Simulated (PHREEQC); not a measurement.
Consider water at 20 °C with 0.04 mol/kgw NaOH. It is in equilibrium with CO2 at log p = -1 (atm). Otherwise closed; pH follows from the charge balance.

Equilibrium calculation in PHREEQC: ion-association model, phreeqc.dat.

Each row changes one thing in this solution. No solid was allowed to form.

| case | pH | ionic strength (mol/kgw) | HCO3- (mol/kgw) | CO2 (mol/kgw) | NaHCO3 (mol/kgw) | CO3-2 (mol/kgw) |
|---|---|---|---|---|---|---|
| as made | 7.31 | 0.0394 | 0.0392 | 0.00388 | 0.000626 | 5.62e-5 |
| temperature from 20 to 5 °C | 7.23 | 0.0393 | 0.0392 | 0.00636 | 0.000692 | 3.07e-5 |
| NaOH from 0.04 to 0.08 mol/kgw | 7.58 | 0.0779 | 0.0771 | 0.00384 | 0.00219 | 0.000239 |
| temperature from 20 to 25 °C | 7.34 | 0.0394 | 0.0392 | 0.00337 | 0.000607 | 6.74e-5 |
| temperature from 20 to 55 °C | 7.54 | 0.0394 | 0.0387 | 0.00177 | 0.000502 | 0.000163 |
| NaOH replaced by NaNO3 at the same molality | 4.39 | 0.0401 | 4.69e-5 | 0.00388 | 7.59e-7 | 8.04e-11 |

Away from 25 °C the constants follow the database's enthalpies or fits; those with neither stay at their 25 °C values.
